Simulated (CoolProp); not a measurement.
Vapour-liquid equilibrium of cis-2-butene (1) + acetone (2) at 107.45 °C; x and y are mole fractions of (1).

The numbers come from the multi-fluid Helmholtz-energy mixture model, Lemmon 2005 and Lemmon 2006; pair parameters Bell 2016 in CoolProp.

```csv
x,"bubble pressure, mixture model (kPa)","bubble pressure, Raoult's law (kPa)","y, mixture model","y, Raoult's law"
0.05,566.9,508.6,0.222,0.161
0.2,872.8,687.4,0.532,0.477
0.35,1102,866.2,0.665,0.663
0.5,1272,1045,0.743,0.785
0.65,1405,1224,0.806,0.872
0.8,1520,1403,0.873,0.936
0.95,1616,1581,0.962,0.986
```

The largest gap from Raoult's law is +27.2 % in bubble pressure, at x = 0.35. No azeotrope shows between x = 0.05 and 0.95.

The pair parameters rest on a limited set of measurements; away from them the model extrapolates.
